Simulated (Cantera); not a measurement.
An isothermal, constant-pressure homogeneous reactor starts with 41.7 % C2H6, 58.3 % N2, at 1825 K and 750 Torr.

Computed with Cantera and GRI-Mech 3.0 (53 species, 325 reactions). GRI-Mech 3.0 stops at C3 and has no aromatics, soot or wall deposition, so with more carbon than oxygen in the feed, carbon stays in small species such as C2H2 where larger ones or solid carbon would form.

One state of this run: x C2H6 = 0.245; x CH2 = 6.66e-5; x CH3 = 0.0385; x HCN = 2.31e-7; x C2H4 = 0.0687; x CH4 = 0.0387; x H = 0.000776. x: mole fraction; the columns are a selection and need not sum to one.

Question: Which value of t (s) does it belong to?
A. 0.00283
B. 0.000292
C. 9.69e-6
D. 3.11e-6

Answer: D, 3.11e-6
